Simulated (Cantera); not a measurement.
A closed system holds: 1 mol SiCl₄, a varied amount of CH₄, 21 mol H₂, equilibrated at 2073.15 K and 0.100 bar.

These are equilibrium values from Cantera (NASA tables, ideal gas, pure condensed phases), not measurements of a reactor. Candidate condensed phases: C, C₆H₆, C₇H₈, C₈H₁₈, Si, SiC; 109 gas species. Mutual solubility and eutectic melting of coexisting phases are not modelled. Gases not in the tables: Si₂H₆ and higher silanes. The numbers say what is thermodynamically allowed, not how fast it happens.

Task: Which condensed phases are stable at each of these points (n(CH₄) (mol)): 0.056, 0.081, 0.12, 0.16, 0.24, 0.34, 0.48, 0.69, 0.99, 1.4, 2, 2.9?

Result: 
```tsv
n(CH₄) (mol)	condensed phases	Si condensed (%)
0.056	Si(l) + SiC(s)	23.2
0.081	Si(l) + SiC(s)	23.3
0.12	Si(l) + SiC(s)	23.4
0.16	Si(l) + SiC(s)	23.5
0.24	SiC(s)	23.9
0.34	SiC(s)	33.9
0.48	SiC(s)	47.8
0.69	SiC(s)	68.5
0.99	C(graphite) + SiC(s)	88.9
1.4	C(graphite) + SiC(s)	89.2
2	C(graphite) + SiC(s)	89.7
2.9	C(graphite) + SiC(s)	90.3
```

From 0.056 mol CH₄ to 0.16 mol CH₄ the condensed part is Si(l) + SiC(s). From 0.24 mol CH₄ to 0.69 mol CH₄ the condensed part is SiC(s). From 0.99 mol CH₄ to 2.9 mol CH₄ the condensed part is C(graphite) + SiC(s).
